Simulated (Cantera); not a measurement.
## Ignition delay

Mixture: CH₄ : C₂H₆ : C₃H₈ : O₂ : N₂ : CO₂ = 1 : 0.1 : 0.11 : 4.08 : 14.7 : 4.7 (molar parts), equivalence ratio 0.71, at 19.0 bar, adiabatic and at constant pressure. Ignition delay is the time to a rise of 400 K.

Detailed kinetics in Cantera: GRI-Mech 3.0 (53 species, 325 reactions). The pressure lies above the range GRI-Mech 3.0 was tuned for (to about 10 atm).

```
T0 (K)  delay (ms)
------  ----------
1298         0.222
1373        0.0983
1448        0.0467
1523        0.0239
1598        0.0131
```

- apparent activation energy between 1448 and 1598 K = 160 kJ/mol
